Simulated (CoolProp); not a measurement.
Saturation properties of CHF3 (R23).

The numbers come from the reference Helmholtz-energy equation of state, Penoncello 2003 in CoolProp.

```
T (°C)    p (MPa)  liquid density (kg/m³)  vapour Z
-------  --------  ----------------------  --------
-125.65  0.003319                    1603    0.9949
-114.25   0.01003                    1563    0.9900
-102.95   0.02536                    1523    0.9822
-91.65    0.05610                    1482    0.9707
-80.25     0.1121                    1439    0.9545
-68.95     0.2041                    1395    0.9333
-57.65     0.3463                    1348    0.9064
-46.25     0.5565                    1299    0.8728
-34.95     0.8485                    1245    0.8324
-23.65      1.243                    1187    0.7840
```

It boils at -82.0 °C under 1 atm.
